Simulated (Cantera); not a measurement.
Input: 1 mol MgSO4, 4.3 mol H2O, 4.9 mol CO2, at 1.00 bar.

These are equilibrium values from Cantera (NASA tables, ideal gas, pure condensed phases), not measurements of a reactor. Candidate condensed phases: C, C6H6, C7H8, C8H18, H2O, H2SO4, Mg, MgCO3, MgO, Mg(OH)2, MgS, MgSO4, S; 130 gas species. Mutual solubility and eutectic melting of coexisting phases are not modelled. The numbers say what is thermodynamically allowed, not how fast it happens.

Problem. Which condensed phases are stable at each of these points (T (K)): 998, 1073, 1148, 1223, 1298, 1373, 1448, 1523, 1598, 1673, 1748, 1823?

Solution. 
```
T (K)   condensed phases  Mg condensed (%)
-----  -----------------  ----------------
998    MgO(s) + MgSO4(s)             100.0
1073   MgO(s) + MgSO4(s)             100.0
1148   MgO(s) + MgSO4(s)             100.0
1223   MgO(s) + MgSO4(s)             100.0
1298              MgO(s)             100.0
1373              MgO(s)             100.0
1448              MgO(s)             100.0
1523              MgO(s)             100.0
1598              MgO(s)             100.0
1673              MgO(s)             100.0
1748              MgO(s)             100.0
1823              MgO(s)             100.0
```

From 998 K to 1223 K the condensed part is MgO(s) + MgSO4(s). From 1298 K to 1823 K the condensed part is MgO(s).
